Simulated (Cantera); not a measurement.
**Stirred combustor or abatement burner**

A perfectly stirred reactor is fed with C2H6 : O2 : N2 : CO2 = 1 : 2.06 : 7.74 : 3.2 (molar parts), equivalence ratio 1.7, at 101000 Pa; it is adiabatic with a 550 K inlet, and is followed from long to short residence time, starting on the burning branch (τ in s: 0.46, 0.12, 0.034, 0.0092, 0.0025, 0.00068, 0.00019, 5.1e-05, 1.4e-05).

Detailed kinetics in Cantera: GRI-Mech 3.0 (53 species, 325 reactions).

```csv
τ (s),T (K),x C2H6,x O2,x CO2,x N2O,x CO,x H2
0.46,1605,2.12e-5,0.000728,0.195,6.64e-10,0.126,0.0323
0.12,1597,5.01e-5,0.00147,0.196,1.39e-9,0.123,0.0324
0.034,1583,0.000116,0.00295,0.197,2.62e-9,0.120,0.0332
0.0092,1547,0.000345,0.00703,0.201,5.16e-9,0.114,0.0364
0.0025,550,0.0714,0.147,0.229,<1e-12,<1e-12,<1e-12
0.00068,550,0.0714,0.147,0.229,<1e-12,<1e-12,<1e-12
0.00019,550,0.0714,0.147,0.229,<1e-12,<1e-12,<1e-12
5.1e-5,550,0.0714,0.147,0.229,<1e-12,<1e-12,<1e-12
1.4e-5,550,0.0714,0.147,0.229,<1e-12,<1e-12,<1e-12
```
x: mole fraction; the columns are a selection and need not sum to one.
